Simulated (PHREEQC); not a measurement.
Model water analysis in mg/L, 25 °C, pH 5.67, pe 10.1:

```json
[
 {"constituent": "Na", "mg/L": "0.835"},
 {"constituent": "K", "mg/L": "0.387"},
 {"constituent": "Ca", "mg/L": "1.65"},
 {"constituent": "Mg", "mg/L": "0.238"},
 {"constituent": "Cl", "mg/L": "1.19"},
 {"constituent": "S(6) as SO4", "mg/L": "1.75"},
 {"constituent": "Alkalinity as HCO3", "mg/L": "4.87"},
 {"constituent": "O(0) (dissolved oxygen)", "mg/L": "0.0193"},
 {"constituent": "N(5) as NO3", "mg/L": "0.00106"},
 {"constituent": "Cd", "mg/L": "0.0117"}
]
```

Valence states are taken as typed.

The numbers come from PHREEQC with the ion-association model, phreeqc.dat.

| quantity | before | after |
|---|---|---|
| CO2 (mol/kgw) | 0.000387 | 0.000349 |
| HCO3- (mol/kgw) | 8.19e-5 | 8.18e-5 |
| CaSO4 (mol/kgw) | 1.15e-7 | 1.51e-7 |
| CaHCO3+ (mol/kgw) | 4.00e-8 | 5.53e-8 |
| MgSO4 (mol/kgw) | 3.60e-8 | 9.61e-8 |
| MgHCO3+ (mol/kgw) | 8.73e-9 | 1.25e-8 |
| SI of Otavite (CdCO3) | -3.67 | -3.47 |
| SI of Gypsum (CaSO4:2H2O) | -4.61 | -4.50 |

Q: Name the change that produced these shifts.
(A) temperature from 25 to 70 °C at the same typed pH
(B) all concentrations times 4 at the same typed pH
(C) Ca from 1.65 to 0.825 mg/L
(D) N(5) from 0.00106 to 0.00053 mg/L

A: A, temperature from 25 to 70 °C at the same typed pH

This is a speciation only: nothing precipitates in the calculation. Away from 25 °C the constants follow the database's enthalpies or fits; those with neither stay at their 25 °C values.
